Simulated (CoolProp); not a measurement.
Vapour pressure (MPa) of R114: the reference equation beside estimates from Tc = 420.6 K, pc = 3.352 MPa, ω = 0.252.

Computed with CoolProp (reference Helmholtz-energy equation of state, Platzer 1990). This equation is an older, rougher fit; its heat capacities, sound speeds and derivatives of the liquid may be far off and weren't checked against measurements.

| T (K) | reference | Lee-Kesler | van der Waals | Soave-Redlich-Kwong | Peng-Robinson |
|---|---|---|---|---|---|
| 290.6 | 0.1670 | 0.1646 | 0.6285 | 0.1646 | 0.1643 |
| 299.6 | 0.2246 | 0.2223 | 0.7341 | 0.2222 | 0.2210 |
| 308.5 | 0.2953 | 0.2932 | 0.8492 | 0.2932 | 0.2909 |
| 317.5 | 0.3828 | 0.3811 | 0.9770 | 0.3814 | 0.3776 |
| 326.5 | 0.4885 | 0.4871 | 1.116 | 0.4884 | 0.4828 |
| 335.5 | 0.6147 | 0.6136 | 1.268 | 0.6164 | 0.6087 |
| 344.5 | 0.7637 | 0.7628 | 1.432 | 0.7679 | 0.7579 |
| 353.4 | 0.9359 | 0.9349 | 1.606 | 0.9433 | 0.9309 |

Absolute difference from the reference over all 8 rows, mean and median: Lee-Kesler 0.5 and 0.4 %, van der Waals 155.0 and 141.8 %, Soave-Redlich-Kwong 0.7 and 0.6 %, Peng-Robinson 1.2 and 1.3 %.
